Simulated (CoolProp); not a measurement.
Computed with CoolProp (reference Helmholtz-energy equation of state, Span 1996).

**Question.** For carbon dioxide, give the phase and the cp (kJ/(kg K)), viscosity (µPa s) at 619.4 K and 3030 kPa; 746.9 K and 1460 kPa; 682.2 K and 11 kPa.

**Answer.** 
- 619.4 K and 3030 kPa: gas; cp 1.11, viscosity 29.0
- 746.9 K and 1460 kPa: gas; cp 1.15, viscosity 33.3
- 682.2 K and 11 kPa: gas; cp 1.12, viscosity 30.9

Viscosity comes from a separate model (Laesecke 2017).
